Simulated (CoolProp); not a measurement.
Properties of octamethylcyclotetrasiloxane (D4) along the isotherm 269.45 °C.

The numbers come from the reference Helmholtz-energy equation of state, Thol 2015 in CoolProp.

```
p (kPa)   phase        Z  Joule-Thomson coefficient (K/MPa)  isothermal compressibility (1/MPa)  expansivity (1/kK)  fugacity coefficient
-------  ------  -------  ---------------------------------  ----------------------------------  ------------------  --------------------
6.39        gas   0.9978                              10.56                               156.8               1.858                0.9978
9.64        gas   0.9966                              10.58                               104.1               1.866                0.9966
14.5        gas   0.9949                              10.61                               69.32               1.878                0.9949
21.9        gas   0.9923                              10.66                               46.02               1.897                0.9923
33.1        gas   0.9883                              10.73                               30.57               1.925                0.9884
49.9        gas   0.9823                              10.84                               20.41               1.969                0.9826
75.3        gas   0.9731                              11.02                               13.66               2.039                0.9737
114         gas   0.9588                              11.31                               9.162               2.153                0.9603
171         gas   0.9370                              11.78                               6.263               2.340                0.9405
259         gas   0.9017                              12.63                               4.321               2.688                0.9101
390         gas   0.8443                              14.28                               3.115               3.399                0.8649
589         gas   0.7400                              18.63                               2.511               5.471                0.7957
888      liquid  0.09642                             0.9547                             0.04354               4.306                0.5966
1340     liquid   0.1430                             0.7253                             0.03495               3.717                0.4150
2020     liquid   0.2111                             0.5086                             0.02727               3.165                0.2958
```
